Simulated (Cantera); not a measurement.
Charge: 1 mol FeS, 330 mol H2, 0.14 mol H2O, held at 1677 °C and 48.0 Pa.

Method: chemical equilibrium by Gibbs-energy minimisation in Cantera with the NASA 1993 tables (ideal gas, pure condensed phases). Candidate condensed phases: Fe, FeO, Fe(OH)2, Fe(OH)3, FeS, FeSO4, FeS2, Fe2O3, Fe2(SO4)3, Fe3O4, H2O, H2SO4, S; 22 gas species. Equilibrium is a limit: real reactors are often held back by kinetics, nucleation or transport.

Base state: H2 0.943, H 0.0508, Fe 0.00294, S 0.00146, SH 0.000874, H2O 0.000405, S2 0.000199, H2S 0.000198 (mole fractions); condensed: gas only.

Q: What changes in the equilibrium state with this change: FeS replaced by V2O5?

A: 
```
species       before    after
----------  --------  -------
H2             0.943    0.938
H             0.0508   0.0507
H2O         0.000405  0.00606
VO2                0  0.00322
Fe           0.00294        0
VO                 0  0.00183
S            0.00146        0
VO(s), mol         0    0.249
```
VO: taken at fixed stoichiometry. Further candidate phases: V, VO, V2O3, V2O4, V2O5.

Q: What changes in the equilibrium state with this change: FeS replaced by Nb2O5?

A: 
| species | before | after |
|---|---|---|
| H2 | 0.943 | 0.940 |
| H | 0.0508 | 0.0507 |
| H2O | 0.000405 | 0.00664 |
| Fe | 0.00294 | 0 |
| NbO2 | 0 | 0.00257 |
| S | 0.00146 | 0 |
| SH | 0.000874 | 0 |
| NbO(s), mol | 0 | 1.08 |
NbO: taken at fixed stoichiometry. Further candidate phases: Nb, NbO, NbO2, Nb2O5.

Q: What changes in the equilibrium state with this change: pressure from 48.0 Pa to 0.180 bar?

A: 
| species | before | after |
|---|---|---|
| H2 | 0.943 | 0.993 |
| H | 0.0508 | 0.00269 |
| H2S | 0.000198 | 0.00233 |
| Fe | 0.00294 | 0.00114 |
| S | 0.00146 | 4.36e-5 |
| S2 | 0.000199 | 6.62e-5 |
| Fe(l), mol | 0 | 0.623 |
